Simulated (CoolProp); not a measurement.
A single-stage vapour-compression cycle with R407C: evaporating at 246.15 K (dew point), condensing at 278.15 K (bubble point), superheat 2 K, subcooling 0 K, compressor efficiency 0.7, no pressure losses. Each further row changes one setting.

Values from CoolProp's reference Helmholtz-energy equation of state, Lemmon 2003. It is a pseudo-pure fit of the blend.

| case | cooling COP | pressure ratio | discharge temperature (K) | refrigerating effect (kJ/kg) | volumetric capacity (kJ/m³) |
|---|---|---|---|---|---|
| as stated | 3.80 | 4.19 | 317.2 | 190 | 1330 |
| evaporating temperature 251.15 K | 4.56 | 3.37 | 312.1 | [?] | 1660 |
| condensing temperature 273.15 K | 4.47 | 3.58 | [?] | 197 | 1380 |
| subcooling 5 K | [?] | 4.19 | 317.2 | 197 | 1380 |
| superheat 12 K | 3.78 | 4.19 | 328.4 | [?] | 1320 |
| compressor efficiency 0.6 | 3.26 | 4.19 | 325.9 | 190 | 1330 |

Task: Complete the blanks.

Result: 
- evaporating temperature 251.15 K, refrigerating effect (kJ/kg): 192
- condensing temperature 273.15 K, discharge temperature (K): 309.2
- subcooling 5 K, cooling COP: 3.94
- superheat 12 K, refrigerating effect (kJ/kg): 198
